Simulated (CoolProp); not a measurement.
Vapour-liquid equilibrium of propane (1) + R236EA (2) at 545 kPa; x and y are mole fractions of (1).

Model: multi-fluid Helmholtz-energy mixture model, Lemmon 2009 and Rui 2013; pair parameters Bell 2016, in CoolProp.

**Question.** Give the bubble temperature and the first vapour's composition at x = 0.2, 0.5, 0.8. Is there an azeotrope?

**Answer.** x = 0.2: 20.8 °C, y = 0.696; x = 0.5: 9.3 °C, y = 0.828; x = 0.8: 6.1 °C, y = 0.886. No azeotrope shows between x = 0.05 and 0.95.

The pair parameters rest on a limited set of measurements; away from them the model extrapolates. With so large a gap from Raoult's law the liquid may split in two, which this calculation doesn't test in full.
